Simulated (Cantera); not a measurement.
Mixture: 10.4 % CO, 2.82 % H₂, 0.469 % CH₄, 14.8 % O₂, 55.8 % N₂, 15.6 % H₂O, at 23.7 atm, adiabatic and at constant volume. Ignition delay is the time to a rise of 400 K.

Model: GRI-Mech 3.0 (53 species, 325 reactions), integrated in Cantera. The pressure lies above the range GRI-Mech 3.0 was tuned for (to about 10 atm).

**Question.** Predict: delay at 1025 K; delay at 1100 K; delay at 1175 K; delay at 1250 K; delay at 1325 K; delay at 1400 K; apparent activation energy between 1250 and 1400 K.

**Answer.** 
```
Item                                                     Value
--------------------------------------------------  ----------
delay at 1025 K                                        4.71 ms
delay at 1100 K                                        1.20 ms
delay at 1175 K                                       0.365 ms
delay at 1250 K                                       0.127 ms
delay at 1325 K                                        49.5 µs
delay at 1400 K                                        21.2 µs
apparent activation energy between 1250 and 1400 K  170 kJ/mol
```
